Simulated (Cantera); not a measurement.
A closed system holds: 1 mol B₂H₆, 34 mol N₂, 12 mol H₂O, at 0.133 bar.

Equilibrium computed with Cantera from the NASA thermochemical tables; the gas is ideal and each condensed phase is pure. Candidate condensed phases: B, BN, B₂O₃, B₃O₃H₃, H₂O; 39 gas species. The feed counts by its element totals alone. Gases not in the tables: H₃BO₃. Kinetics and transport are ignored.

Question: Which condensed phases are stable at each of these points (T (°C)): 750, 900, 1050, 1200, 1350, 1500, 1650?

Answer: 
```tsv
T (°C)	condensed phases	B condensed (%)
750	B₂O₃(l)	94.7
900	B₂O₃(l)	95.7
1050	B₂O₃(l)	86.9
1200	B₂O₃(l)	45.3
1350	gas only	0.0
1500	gas only	0.0
1650	gas only	0.0
```

From 750 °C to 1200 °C the condensed part is B₂O₃(l). From 1350 °C to 1650 °C nothing is condensed.
